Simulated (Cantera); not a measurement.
What does this Cantera script print?

```python
import numpy as np
import cantera as ct

gas = ct.Solution("gri30.yaml")
gas.TPX = 1598, 6200, {'C2H6': 1, 'N2': 2.2}
inlet = ct.Reservoir(gas, clone=True)

reactor = ct.IdealGasConstPressureReactor(gas, energy="off", clone=False)
exhaust = ct.Reservoir(gas, clone=True)
tau = [3.6, 1.8, 0.87, 0.43, 0.21, 0.1, 0.051, 0.025, 0.012, 0.0061, 0.003][0]
for a, b in ((inlet, reactor), (reactor, exhaust)):
    ct.MassFlowController(a, b, mdot=lambda t: reactor.mass / tau)
net = ct.ReactorNet([reactor])
show = ['C2H6', 'HCN', 'H', 'H2', 'C2H4', 'CH4', 'C2H']

rows = []
print(f"{'tau/s':>10s}{'T/K':>9s}" + "".join(f"{s:>11s}" for s in show))
for tau in [3.6, 1.8, 0.87, 0.43, 0.21, 0.1, 0.051, 0.025, 0.012, 0.0061, 0.003]:
    net.initial_time = 0.0
    net.advance(30 * tau)
    before = gas.X
    net.advance(40 * tau)
    drift = np.max(np.abs(gas.X - before) / (gas.X + 1e-9))
    rows.append([gas.T, *gas[show].X, drift])
    print(f"{tau:10.3e}{gas.T:9.1f}" + "".join(f"{x:11.3e}" for x in gas[show].X))
```

Result:

```
     tau/s      T/K       C2H6        HCN          H         H2       C2H4        CH4        C2H
 3.600e+00   1598.0  3.752e-05  1.465e-06  2.113e-04  3.575e-01  7.274e-04  2.352e-02  3.618e-07
 1.800e+00   1598.0  6.892e-05  1.297e-06  2.367e-04  3.517e-01  9.242e-04  2.846e-02  4.080e-07
 8.700e-01   1598.0  1.304e-04  1.132e-06  2.658e-04  3.443e-01  1.299e-03  3.474e-02  4.620e-07
 4.300e-01   1598.0  2.427e-04  9.706e-07  2.952e-04  3.353e-01  1.957e-03  4.215e-02  5.183e-07
 2.100e-01   1598.0  4.582e-04  8.096e-07  3.259e-04  3.240e-01  3.153e-03  5.116e-02  5.787e-07
 1.000e-01   1598.0  8.877e-04  6.541e-07  3.579e-04  3.096e-01  5.367e-03  6.203e-02  6.438e-07
 5.100e-02   1598.0  1.622e-03  5.292e-07  3.873e-04  2.939e-01  8.812e-03  7.292e-02  7.038e-07
 2.500e-02   1598.0  3.078e-03  4.176e-07  4.182e-04  2.744e-01  1.483e-02  8.487e-02  7.643e-07
 1.200e-02   1598.0  5.971e-03  3.252e-07  4.481e-04  2.510e-01  2.475e-02  9.638e-02  8.133e-07
 6.100e-03   1598.0  1.103e-02  2.584e-07  4.711e-04  2.262e-01  3.819e-02  1.045e-01  8.300e-07
 3.000e-03   1598.0  2.101e-02  2.034e-07  4.855e-04  1.971e-01  5.642e-02  1.078e-01  7.936e-07
```

Detailed kinetics in Cantera: GRI-Mech 3.0 (53 species, 325 reactions). GRI-Mech 3.0 stops at C3 and has no aromatics, soot or wall deposition, so with more carbon than oxygen in the feed, carbon stays in small species such as C2H2 where larger ones or solid carbon would form.
